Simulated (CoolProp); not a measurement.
Computed with CoolProp (reference Helmholtz-energy equation of state, Lemmon 2005). It is a short technical equation, of lower accuracy than the large ones.

Problem. For cis-2-butene, give the phase and the Z, speed of sound (m/s) at 507.5 K and 49.5 bar.

Solution. 
- 507.5 K and 49.5 bar: supercritical; Z 0.724, speed of sound 221
